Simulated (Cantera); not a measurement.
Cantera run, input and output.

```python
import numpy as np
import cantera as ct

gas = ct.Solution("gri30.yaml")
gas.TPX = 1450, 2500, {'CH4': 1, 'N2': 18}
reactor = ct.IdealGasConstPressureReactor(gas, energy="off", clone=False)
net = ct.ReactorNet([reactor])
net.rtol, net.atol = 1e-08, 1e-18
show = ['CH4', 'H', 'C2H6', 'C2H4', 'C2H', 'HCN', 'CH2']
times = np.geomspace(0.0005, 5, 14)

steps = ct.SolutionArray(gas, extra=["t"])
rows = []
print(f"{'t/s':>10s}{'T/K':>9s}{'P/Pa':>11s}" + "".join(f"{s:>11s}" for s in show))
for t in times:
    while net.time < t:
        t_next = net.step()
        steps.append(gas.state, t=t_next)
    rows.append([np.interp(t, steps.t, y) for y in (steps.T, steps.P, *steps(*show).X.T)])
    print(f"{t:10.3e}{rows[-1][0]:9.1f}{rows[-1][1]:11.4g}" + "".join(f"{x:11.3e}" for x in rows[-1][2:]))
rate = np.gradient(steps.T, steps.t)
print("integrator steps:", len(steps.t))
if steps.T.max() > steps.T[0] + 200:
    print(f"time of steepest temperature rise: {steps.t[rate.argmax()]:.4e} s")
gas.TPX = 1450, 2500, {'CH4': 1, 'N2': 18}
gas.equilibrate("TP")
print(f"equilibrium (TP): T = {gas.T:.1f} K  " + "  ".join(f"{s} {gas[s].X[0]:.3e}" for s in show))
```

Output:

```
       t/s      T/K       P/Pa        CH4          H       C2H6       C2H4        C2H        HCN        CH2
 5.000e-04   1450.0       2500  5.263e-02  7.181e-09  2.490e-13  1.973e-13  4.541e-26  5.265e-19  3.461e-14
 1.015e-03   1450.0       2500  5.263e-02  7.181e-09  2.228e-12  2.078e-12  2.193e-24  2.278e-18  1.173e-13
 2.062e-03   1450.0       2500  5.263e-02  7.183e-09  1.914e-11  1.954e-11  9.092e-23  9.673e-18  4.064e-13
 4.188e-03   1450.0       2500  5.263e-02  7.193e-09  1.605e-10  1.739e-10  3.495e-21  4.116e-17  1.493e-12
 8.506e-03   1450.0       2500  5.263e-02  7.232e-09  1.300e-09  1.491e-09  1.255e-19  1.815e-16  5.736e-12
 1.728e-02   1450.0       2500  5.263e-02  7.393e-09  1.015e-08  1.266e-08  4.518e-18  9.005e-16  2.267e-11
 3.509e-02   1450.0       2500  5.262e-02  8.047e-09  7.277e-08  1.048e-07  1.548e-16  4.961e-15  8.956e-11
 7.126e-02   1450.0       2500  5.261e-02  1.061e-08  4.548e-07  8.450e-07  4.924e-15  2.495e-14  3.430e-10
 1.447e-01   1450.0       2500  5.257e-02  2.013e-08  2.279e-06  6.384e-06  1.095e-13  1.279e-13  1.216e-09
 2.939e-01   1450.0       2500  5.244e-02  5.504e-08  8.770e-06  4.317e-05  1.489e-12  9.540e-13  3.825e-09
 5.969e-01   1450.0       2500  5.188e-02  1.927e-07  2.500e-05  2.379e-04  1.630e-11  1.234e-11  9.883e-09
 1.212e+00   1450.0       2500  4.974e-02  6.875e-07  4.171e-05  8.081e-04  1.401e-10  1.687e-10  1.660e-08
 2.462e+00   1450.0       2500  4.517e-02  1.605e-06  3.165e-05  1.024e-03  5.655e-10  1.117e-09  1.448e-08
 5.000e+00   1450.0       2500  3.898e-02  2.676e-06  1.866e-05  5.617e-04  1.141e-09  3.754e-09  1.051e-08
integrator steps: 736
equilibrium (TP): T = 1450.0 K  CH4 6.225e-05  H 1.648e-05  C2H6 1.431e-10  C2H4 5.971e-06  C2H 2.027e-09  HCN 3.644e-02  CH2 4.705e-11
```

Cantera simulation using GRI-Mech 3.0 (53 species, 325 reactions); the numbers are that mechanism's predictions, not measurements. GRI-Mech 3.0 stops at C3 and has no aromatics, soot or wall deposition, so with more carbon than oxygen in the feed, carbon stays in small species such as C2H2 where larger ones or solid carbon would form. Radical loss at walls, strong at low pressure, is not modelled.
